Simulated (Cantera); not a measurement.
A perfectly stirred reactor is fed with CH₂O : O₂ : N₂ = 0.013 : 0.043 : 1 (molar parts), equivalence ratio 0.30, at 4.15 atm; it is held at 1450 K, and followed from long to short residence time.

Computed with Cantera and GRI-Mech 3.0 (53 species, 325 reactions).

x: mole fraction; the columns are a selection and need not sum to one.

```tsv
τ (s)	x CH₂O	x O₂	x C₂H₂	x HCO	x NO₂	x N₂O	x CH₂CO
14	8.20e-8	0.0284	<1e-12	3.50e-11	1.49e-8	[?]	<1e-12
5.0	1.76e-7	0.0284	<1e-12	9.79e-11	2.06e-8	[?]	<1e-12
1.7	3.85e-7	0.0284	<1e-12	2.88e-10	3.08e-8	[?]	<1e-12
0.60	8.10e-7	0.0284	<1e-12	8.15e-10	4.42e-8	[?]	<1e-12
0.21	1.70e-6	0.0285	<1e-12	2.32e-9	5.68e-8	[?]	<1e-12
0.072	3.56e-6	0.0285	<1e-12	6.76e-9	5.95e-8	[?]	<1e-12
0.025	7.23e-6	0.0286	<1e-12	1.94e-8	4.70e-8	2.59e-6	<1e-12
0.0086	1.44e-5	0.0289	<1e-12	5.59e-8	2.81e-8	2.47e-6	<1e-12
0.0030	2.81e-5	0.0294	<1e-12	1.58e-7	1.40e-8	[?]	<1e-12
```

### Question
Some entries are withheld; supply them.

### Answer

- 14, x N₂O: 1.91e-7
- 5.0, x N₂O: 3.24e-7
- 1.7, x N₂O: 5.72e-7
- 0.60, x N₂O: 9.76e-7
- 0.21, x N₂O: 1.57e-6
- 0.072, x N₂O: 2.23e-6
- 0.0030, x N₂O: 2.01e-6
